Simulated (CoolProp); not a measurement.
Isohexane at several states: Z from the reference equation and from simpler models built on Tc = 497.7 K, pc = 3.043 MPa, ω = 0.280; each cubic takes its own stable root.

Values from CoolProp's reference Helmholtz-energy equation of state, Lemmon 2006. It is a short technical equation, of lower accuracy than the large ones.

```tsv
T (K)	p (MPa)	phase	reference	van der Waals	Soave-Redlich-Kwong
486.4	0.499	gas	0.9355	0.9461	0.9370
369.8	6.8	liquid	0.3225	0.5066	0.3492
361.8	0.0148	gas	0.9949	0.9969	0.9955
506.8	0.0208	gas	0.9978	0.9981	0.9978
343	10.2	liquid	0.4962	0.7764	0.5342
358	0.827	liquid	0.04050	0.06721	0.04437
```
